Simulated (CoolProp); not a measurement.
1000 sccm (0 °C, 1 atm) of nitrogen bubbles through liquid ethanol at 314.5 K and leaves saturated at a total pressure of 0.15 MPa (ideal gas phase). Each further row changes one setting.

The numbers come from the reference Helmholtz-energy equation of state, Schroeder 2014 in CoolProp.

```tsv
case	vapour pressure (kPa)	mole fraction of vapour	delivery (mg/min)	delivery (sccm)	change of delivery for a bath 1 K warmer (%)
as stated	19.2	(withheld)	(withheld)	(withheld)	6.0
bath temperature 319.5 K	24.6	0.164	404	(withheld)	(withheld)
total pressure 0.3 MPa	19.2	0.0639	140	(withheld)	(withheld)
```

Q: What belongs in the gaps?

A: 
- as stated, mole fraction of vapour: 0.128
- as stated, delivery (mg/min): 301
- as stated, delivery (sccm): 146
- bath temperature 319.5 K, delivery (sccm): 196
- bath temperature 319.5 K, change of delivery for a bath 1 K warmer (%): 6.1
- total pressure 0.3 MPa, delivery (sccm): 68.2
- total pressure 0.3 MPa, change of delivery for a bath 1 K warmer (%): 5.6
